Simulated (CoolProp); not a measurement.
A single-stage vapour-compression cycle with the fluid: evaporating at 307.15 K (dew point), condensing at 350.15 K (bubble point), superheat 5 K, subcooling 0 K, compressor efficiency 0.6, no pressure losses. The same conditions are run with several fluids, on thermodynamics alone (safety and materials aside).

Computed with CoolProp (reference Helmholtz-energy equation of state of each fluid (vinyl chloride: Thol 2022; R236FA: Pan 2012; n-perfluoropentane: Gao 2022; R1336mzz(E): Akasaka 2023; trans-2-butene: Lemmon 2005; isobutane: Bücker 2006)).

Problem. Rank vinyl chloride, R236FA, n-perfluoropentane, R1336mzz(E), trans-2-butene, isobutane by cooling COP, highest first.

Solution. vinyl chloride (3.57), trans-2-butene (3.46), isobutane (3.19), R1336mzz(E) (3.11), R236FA (3.07), n-perfluoropentane (2.70)

| fluid | pressure ratio | discharge temperature (K) | refrigerating effect (kJ/kg) | volumetric capacity (kJ/m³) |
|---|---|---|---|---|
| vinyl chloride | 2.85 | 394.0 | 249 | 3360 |
| R236FA | 3.20 | 356.6 | 87.6 | 2090 |
| n-perfluoropentane | 3.67 | 350.1 | 45.6 | 646 |
| R1336mzz(E) | 3.37 | 355.9 | 87.7 | 1600 |
| trans-2-butene | 3.02 | 366.8 | 272 | 1980 |
| isobutane | 2.79 | 359.6 | 213 | 2430 |

The compression ends wet for: n-perfluoropentane.
